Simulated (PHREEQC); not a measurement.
# Copper plating or etch bath: an equilibrium model

Consider water at 25 °C with 37 mmol/kgw Cu(NO3)2, 100 mmol/kgw H2SO4 and 5.6 mmol/kgw Na2SO4. It is in equilibrium with CO2 at log p = -3.4 (atm). Otherwise closed; pH follows from the charge balance.

The numbers come from PHREEQC with the ion-association model, phreeqc.dat.

No solid was allowed to form.

### Question
Predict the pH, ionic strength.

### Answer
pH 1.00; ionic strength 0.240 mol/kgw.

### Question
In which forms is Na present?

### Answer
Na+ 97 %, NaSO4- 2.8 % of the Na.
